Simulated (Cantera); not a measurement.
A perfectly stirred reactor is fed with CH₄ : O₂ : N₂ = 1 : 1.33 : 8.93 (molar parts), equivalence ratio 1.5, at 16.0 bar; it is adiabatic with a 425 K inlet, and is followed from long to short residence time, starting on the burning branch (τ in s: 0.16, 0.062, 0.024, 0.0096, 0.0038, 0.0015, 0.00059, 0.00023, 9.1e-05).

Detailed kinetics in Cantera: GRI-Mech 3.0 (53 species, 325 reactions). The pressure lies above the range GRI-Mech 3.0 was tuned for (to about 10 atm).

What does this change do: pressure from 16.0 bar to 0.410 bar?


```json
[
 {"quantity": "blow-out, bracketed by the residence times tried", "before": "burning at 3.80 ms, out at 1.50 ms", "after": "burning at 62.0 ms, out at 24.0 ms"},
 {"quantity": "x(CH₄) at τ = 0.160 s", "before": "0.0110", "after": "0.00488"},
 {"quantity": "x(O₂) at τ = 0.160 s", "before": "0.000882", "after": "0.00228"},
 {"quantity": "x(H₂O) at τ = 0.160 s", "before": "0.120", "after": "0.116"},
 {"quantity": "x(CH₂) at τ = 0.160 s", "before": "1.10e-8", "after": "6.03e-7"},
 {"quantity": "x(NO) at τ = 0.160 s", "before": "9.75e-9", "after": "6.42e-7"},
 {"quantity": "x(CH₄) at τ = 3.80 ms", "before": "0.0214", "after": "0.0888"},
 {"quantity": "x(O₂) at τ = 3.80 ms", "before": "0.0207", "after": "0.118"},
 {"quantity": "x(H₂O) at τ = 3.80 ms", "before": "0.105", "after": "<1e-12"},
 {"quantity": "x(CH₂) at τ = 3.80 ms", "before": "1.21e-8", "after": "<1e-12"},
 {"quantity": "x(NO) at τ = 3.80 ms", "before": "7.83e-9", "after": "<1e-12"}
]
```
